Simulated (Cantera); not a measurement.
A perfectly stirred reactor is fed with 0.205 % CH₄, 6.53 % O₂, 93.3 % N₂, equivalence ratio 0.063, at 1100000 Pa; it is held at 1125 K, and followed from long to short residence time.

Model: GRI-Mech 3.0 (53 species, 325 reactions), integrated in Cantera.

Problem. Predict: x(CH₄) at τ = 6.10 s; x(O₂) at τ = 6.10 s; x(CO) at τ = 6.10 s; x(CH₂CO) at τ = 6.10 s; x(CH₃) at τ = 6.10 s; x(CH₄) at τ = 43.0 ms; x(O₂) at τ = 43.0 ms; x(CO) at τ = 43.0 ms; x(CH₂CO) at τ = 43.0 ms; x(CH₃) at τ = 43.0 ms.

Solution. 
```json
{
  "x(CH₄) at τ = 6.10 s": "2.20e-5",
  "x(O₂) at τ = 6.10 s": "0.0613",
  "x(CO) at τ = 6.10 s": "0.000128",
  "x(CH₂CO) at τ = 6.10 s": "4.80e-8",
  "x(CH₃) at τ = 6.10 s": "5.33e-8",
  "x(CH₄) at τ = 43.0 ms": "0.000495",
  "x(O₂) at τ = 43.0 ms": "0.0627",
  "x(CO) at τ = 43.0 ms": "0.000948",
  "x(CH₂CO) at τ = 43.0 ms": "2.07e-6",
  "x(CH₃) at τ = 43.0 ms": "9.58e-7"
}
```
